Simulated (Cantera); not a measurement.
**Thermodynamics of boron, boron nitride and boron oxide, feed borazine + H2O + H2 + O2**

A closed system holds: 1 mol borazine, 0.29 mol H2O, 170 mol H2, 6.9 mol O2.

These are equilibrium values from Cantera (NASA tables, ideal gas, pure condensed phases), not measurements of a reactor. Candidate condensed phases: B, BN, B2O3, B3O3H3, H2O; 39 gas species. The feed counts by its element totals alone. Gases not in the tables: H3BO3. Rates play no part.

### Question
Map the stable condensed phases over T = 1350, 1425, 1500, 1575, 1650, 1725, 1800, 1875, 1950, 2025, 2100, 2175, 2250 K and P in Pa = 10, 25, 63, 160, 400, 1000, 2500, 6300, 16000, 40000, 100000.

### Answer
```
T in K \ P in Pa
             10     25     63    160    400   1000   2500   6300  16000  40000 100000
   2250       A      A      A      A      A      A      A      A      A      A      A
   2175       A      A      A      A      A      A      A      A      A      A      A
   2100       A      A      A      A      A      A      A      A      A      A      A
   2025       A      A      A      A      A      A      A      A      A      A      A
   1950       A      A      A      A      A      A      A      A      A      A      A
   1875       A      A      A      A      A      A      A      A      A      A      A
   1800       A      A      A      A      A      A      A      A      A      A      A
   1725       A      A      A      A      A      A      A      A      A      A      A
   1650       A      A      A      A      A      A      A      A      A      A      A
   1575       A      A      A      A      A      A      A      A      A      B      B
   1500       A      A      A      A      A      A      A      A      B      B      B
   1425       A      A      A      A      A      A      B      B      B      B      B
   1350       A      A      A      A      A      B      B      B      B      B      B
```
A: gas only; B: B2O3.
